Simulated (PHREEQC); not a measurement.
Make-up at 25 °C: 0.0026 mol HF and 0.0064 mol NH4HF2 per kg of water. Closed to the air; pH follows from the charge balance.

Equilibrium calculation in PHREEQC: ion-association model, phreeqc.dat.

Precipitation was switched off in this run.

Task: Estimate the pH.

Result: pH 3.09.

Task: In which forms is F present?

Result: HF 51 %, F- 46 %, HF2- 2.8 % of the F.
